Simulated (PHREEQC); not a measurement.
1 kg of water holding 0.0035 mol/kgw KCl, 0.013 mol/kgw NaCl and 0.0025 mol/kgw Na2B4O7 is evaporated at 30 °C; the solids stay in contact with the brine. No CO2 enters from the air. Solids allowed: Halite, Sylvite, Borax, Boric_acid,s, KB5O8:4H2O, K2B4O7:4H2O, NaBO2:4H2O, NaB5O8:5H2O, Teepleite. Others were left out.

The series has 28 steps of water left (kg), from 1 to 0.004908.

Model: Pitzer model, pitzer.dat, run in PHREEQC.

Task: Which solids form, in which order, and at which step of the series does each first stand?

Result: Borax from water left = 0.02418 kg (pH 9.04).

Complexes and solids missing from the database can't appear.
